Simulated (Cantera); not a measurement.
## Thermodynamics of silicon nitride deposition, feed SiF4 + N2 + H2

Input: 1 mol SiF4, a varied amount of N2, 0.14 mol H2, equilibrated at 75000 Pa.

Method: chemical equilibrium by Gibbs-energy minimisation in Cantera with the NASA 1993 tables (ideal gas, pure condensed phases). Candidate condensed phases: Si, Si3N4; 37 gas species. N2 is the only nitrogen source here; it is nearly inert below about 1500 K, so the nitride shown seldom forms there in practice. The tables' values for SiF2, SiF3 are old estimates. Rates play no part.

Stable condensed phases:

```
T in K \ n(N2) in mol
         0.28 0.48  0.8  1.3  2.2  3.8  6.3   11   18   30   50
   1898     A    A    A    A    A    A    A    A    A    A    A
   1798     A    A    A    A    A    A    A    A    A    A    A
   1698     A    A    A    A    A    A    A    A    A    A    A
   1598     A    A    A    A    A    A    A    A    A    A    A
   1498     A    A    A    A    A    A    A    A    A    A    A
   1398     A    A    A    A    A    A    A    A    A    A    A
   1298     A    A    A    A    A    A    A    A    B    B    B
   1198     A    A    A    A    A    B    B    B    B    B    B
   1098     A    A    A    A    A    B    B    B    B    B    B
    998     A    A    A    A    A    A    B    B    B    B    B
    898     A    A    A    A    A    A    A    A    A    A    B
```

A: gas only; B: Si3N4.
